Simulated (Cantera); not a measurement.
A closed system holds: 1 mol SiHCl3, 0.018 mol HCl, 48 mol H2, equilibrated at 60.8 Torr.

Cantera equilibrium calculation (NASA polynomials, part measured and part estimated; ideal gas, pure solids and liquids). Candidate condensed phases: Si; 19 gas species. Gases not in the tables: Si2H6 and higher silanes. Kinetics and transport are ignored.

What share of the Si ends up in condensed phases as a function of T (°C), at 625, 725, 825, 925, 1025, 1125, 1225, 1325, 1425, 1525?


| T (°C) | Si condensed (%) | as |
|---|---|---|
| 625 | 22.7 | Si(s) |
| 725 | 31.6 | Si(s) |
| 825 | 44.7 | Si(s) |
| 925 | 57.2 | Si(s) |
| 1025 | 63.5 | Si(s) |
| 1125 | 64.3 | Si(s) |
| 1225 | 63.4 | Si(s) |
| 1325 | 62.2 | Si(s) |
| 1425 | 61.2 | Si(l) |
| 1525 | 64.2 | Si(l) |
